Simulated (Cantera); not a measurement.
Feed: 1 mol V, 0.22 mol N₂, 1.8 mol H₂, equilibrated at 40.0 mbar.

Method: chemical equilibrium by Gibbs-energy minimisation in Cantera with the NASA 1993 tables (ideal gas, pure condensed phases). Candidate condensed phases: V, VN; 11 gas species. Mutual solubility and eutectic melting of coexisting phases are not modelled. VN: taken at fixed stoichiometry. Condensed phases not in the tables: V₂N, N, O or C dissolved in the metal. The numbers say what is thermodynamically allowed, not how fast it happens.

Q: At 1777 °C, list the 4 most abundant gas species with their mole fractions, and the condensed phases.

A: H₂ 0.899, N₂ 0.0901, H 0.0108, V 0.000120. Condensed: V(s) + VN(s).
